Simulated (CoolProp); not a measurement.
A closed Brayton cycle with dry air: compressor inlet 315.15 K and 0.96 MPa, high pressure 2.15 MPa, turbine inlet 890 K, compressor efficiency 0.89, turbine efficiency 0.93, recuperator effectiveness 0.9 (on enthalpy, no pinch check). Each further row changes one setting.

Computed with CoolProp (reference Helmholtz-energy equation of state, Lemmon 2000). It is a pseudo-pure fit of the blend.

| case | thermal efficiency (%) | net work (kJ/kg) | compressor to turbine work | compressor exit (K) | turbine exit (K) |
|---|---|---|---|---|---|
| as stated | 38.9 | 81.4 | 0.53 | 406.9 | 732.9 |
| turbine inlet 840 K | 36.7 | … | 0.56 | 406.9 | 690.4 |
| compressor inlet 325.15 K | 37.8 | 78.5 | 0.55 | … | 732.9 |
| high pressure 1.83 MPa | … | 69.7 | … | 386.9 | … |
| recuperator effectiveness 0.5 | 23.5 | 81.4 | 0.53 | 406.9 | 732.9 |

### Question
Some entries are withheld; supply them.

### Answer

- turbine inlet 840 K, net work (kJ/kg): 71.5
- compressor inlet 325.15 K, compressor exit (K): 419.7
- high pressure 1.83 MPa, thermal efficiency (%): 38.3
- high pressure 1.83 MPa, compressor to turbine work: 0.51
- high pressure 1.83 MPa, turbine exit (K): 762.1
